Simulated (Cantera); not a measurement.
Input: 1 mol N2O, 1.8 mol O2, 0.22 mol H2O, at 2550 K and 450 Torr.

Method: chemical equilibrium by Gibbs-energy minimisation in Cantera with the NASA 1993 tables (ideal gas, pure condensed phases). Candidate condensed phases: H2O; 24 gas species. Equilibrium is a limit: real reactors are often held back by kinetics, nucleation or transport.

Base state: O2 0.618, N2 0.267, H2O 0.0514, NO 0.0250, O 0.0187, OH 0.0180, H 0.00102, H2 0.000637 (mole fractions); condensed: gas only.

What changes in the equilibrium state with this change: temperature from 2550 K to 2675 K?


| species | before | after |
|---|---|---|
| O2 | 0.618 | 0.601 |
| N2 | 0.267 | 0.262 |
| H2O | 0.0514 | 0.0467 |
| O | 0.0187 | 0.0325 |
| OH | 0.0180 | 0.0243 |
| NO | 0.0250 | 0.0299 |
| H | 0.00102 | 0.00213 |
| H2 | 0.000637 | 0.00102 |
| HO2 | 2.31e-5 | 2.91e-5 |

What changes in the equilibrium state with this change: pressure from 450 Torr to 7.50 Torr?


```json
[
 {"species": "O2", "before": "0.618", "after": "0.515"},
 {"species": "N2", "before": "0.267", "after": "0.248"},
 {"species": "O", "before": "0.0187", "after": "0.132"},
 {"species": "H2O", "before": "0.0514", "after": "0.0279"},
 {"species": "H", "before": "0.00102", "after": "0.0169"},
 {"species": "OH", "before": "0.0180", "after": "0.0352"},
 {"species": "NO", "before": "0.0250", "after": "0.0220"},
 {"species": "NO2", "before": "2.82e-5", "after": "2.93e-6"},
 {"species": "H2", "before": "0.000637", "after": "0.00293"}
]
```
